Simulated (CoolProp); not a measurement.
Vapour-liquid equilibrium of propane (1) + neopentane (2) at 15.85 °C; x and y are mole fractions of (1).

The numbers come from the multi-fluid Helmholtz-energy mixture model, Lemmon 2009 and Lemmon 2006; pair parameters Bell 2016 in CoolProp.

Task: Give the bubble pressure and the first vapour's composition at x = 0.425, 0.725, 0.95. Is there an azeotrope?

Result: x = 0.425: 0.2860 MPa, y = 0.745; x = 0.725: 0.4995 MPa, y = 0.943; x = 0.95: 0.7057 MPa, y = 0.995. No azeotrope shows between x = 0.05 and 0.95.

Pair parameters are fitted to limited data, so mixtures are less certain than the pure fluids.
